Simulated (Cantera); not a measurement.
An isothermal, constant-pressure homogeneous reactor starts with N2O : N2 = 1 : 0.0026 (molar parts), at 1250 K and 1.01 bar.

Detailed kinetics in Cantera: GRI-Mech 3.0 (53 species, 325 reactions). GRI-Mech 3.0 was tuned for natural gas; its chemistry of N2O as a main component is partial and can be far from experiment. The mechanism lacks the step 2 NO + O2 → 2 NO2, which can matter for NO2 below about 1400 K. The temperature is held fixed by assumption; the heat of reaction is taken as removed at once.

Question: Predict: x(N2O) at 2.00 s; x(O) at 2.00 s; x(NO2) at 2.00 s; x(N2) at 2.00 s; x(NO) at 2.00 s.

Answer: 
```
Quantity                                             Value
----------------  ----------------------------------------
x(N2O) at 2.00 s    0.0749 (gas-phase equilibrium 2.07e-8)
x(O) at 2.00 s     8.29e-7 (gas-phase equilibrium 3.99e-8)
x(NO2) at 2.00 s  0.000650 (gas-phase equilibrium 5.56e-6)
x(N2) at 2.00 s        0.587 (gas-phase equilibrium 0.667)
x(NO) at 2.00 s    0.0608 (gas-phase equilibrium 0.000329)
```
